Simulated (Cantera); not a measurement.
Cantera run, input and output.

```python
import numpy as np
import cantera as ct

gas = ct.Solution("gri30.yaml")
gas.TPX = 1475, 100000, {'H2': 1, 'O2': 0.208, 'N2': 0.783}
reactor = ct.IdealGasReactor(gas, energy="on", clone=False)
net = ct.ReactorNet([reactor])
net.rtol, net.atol = 1e-08, 1e-16
show = ['H2', 'O2', 'H', 'NO', 'N2O']
times = np.geomspace(1e-06, 0.7, 10)

steps = ct.SolutionArray(gas, extra=["t"])
rows = []
print(f"{'t/s':>10s}{'T/K':>9s}{'P/Pa':>11s}" + "".join(f"{s:>11s}" for s in show))
for t in times:
    while net.time < t:
        t_next = net.step()
        steps.append(gas.state, t=t_next)
    rows.append([np.interp(t, steps.t, y) for y in (steps.T, steps.P, *steps(*show).X.T)])
    print(f"{t:10.3e}{rows[-1][0]:9.1f}{rows[-1][1]:11.4g}" + "".join(f"{x:11.3e}" for x in rows[-1][2:]))
rate = np.gradient(steps.T, steps.t)
print("integrator steps:", len(steps.t))
if steps.T.max() > steps.T[0] + 200:
    print(f"time of steepest temperature rise: {steps.t[rate.argmax()]:.4e} s")
gas.TPX = 1475, 100000, {'H2': 1, 'O2': 0.208, 'N2': 0.783}
gas.equilibrate("UV")
print(f"equilibrium (UV): T = {gas.T:.1f} K  " + "  ".join(f"{s} {gas[s].X[0]:.3e}" for s in show))
```

It prints:

```
       t/s      T/K       P/Pa         H2         O2          H         NO        N2O
 1.000e-06   1475.0      1e+05  5.023e-01  1.045e-01  3.363e-07  2.355e-17  3.209e-14
 4.461e-06   1475.0      1e+05  5.022e-01  1.045e-01  1.029e-05  3.947e-15  1.006e-12
 1.990e-05   1960.2  1.303e+05  2.392e-01  1.777e-03  1.484e-01  3.686e-06  6.652e-09
 8.879e-05   2801.5  1.759e+05  2.975e-01  3.416e-04  5.275e-02  8.606e-05  3.138e-08
 3.961e-04   2876.5  1.797e+05  3.029e-01  2.408e-04  4.398e-02  4.935e-04  4.566e-08
 1.767e-03   2874.3  1.796e+05  3.034e-01  2.356e-04  4.372e-02  9.912e-04  5.536e-08
 7.884e-03   2874.3  1.795e+05  3.034e-01  2.354e-04  4.371e-02  1.006e-03  5.574e-08
 3.517e-02   2874.3  1.795e+05  3.034e-01  2.354e-04  4.371e-02  1.006e-03  5.574e-08
 1.569e-01   2874.3  1.795e+05  3.034e-01  2.354e-04  4.371e-02  1.006e-03  5.574e-08
 7.000e-01   2874.3  1.795e+05  3.034e-01  2.354e-04  4.371e-02  1.006e-03  5.574e-08
integrator steps: 1200
time of steepest temperature rise: 1.6099e-05 s
equilibrium (UV): T = 2874.3 K  H2 3.034e-01  O2 2.354e-04  H 4.371e-02  NO 1.006e-03  N2O 5.574e-08
```

Computed with Cantera and GRI-Mech 3.0 (53 species, 325 reactions).
